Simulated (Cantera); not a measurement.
A closed system holds: 1 mol SiH2Cl2, 0.02 mol Cl2, 20 mol N2, at 1700 K and 435 Torr.

These are equilibrium values from Cantera (NASA tables, ideal gas, pure condensed phases), not measurements of a reactor. Candidate condensed phases: NH4Cl, Si, Si3N4; 28 gas species. The tables' values for SiCl3 are old estimates; treat these amounts as uncertain. Equilibrium is a limit: real reactors are often held back by kinetics, nucleation or transport.

Base state: N2 0.909, HCl 0.0554, H2 0.0187, SiCl2 0.0121, SiCl3 0.00300, SiCl4 0.00147, SiHCl3 9.58e-5, Cl 6.09e-5 (mole fractions); condensed: Si3N4(s).

### Question
What changes in the equilibrium state with this change: SiH2Cl2 replaced by SiH4?

### Answer
| species | before | after |
|---|---|---|
| N2 | 0.909 | 0.905 |
| H2 | 0.0187 | 0.0927 |
| HCl | 0.0554 | 0.00187 |
| SiCl2 | 0.0121 | 2.78e-6 |
| SiCl4 | 0.00147 | <1e-9 |
| SiCl3 | 0.00300 | 1.05e-8 |
| Si3N4(s), mol | 0.214 | 0.333 |
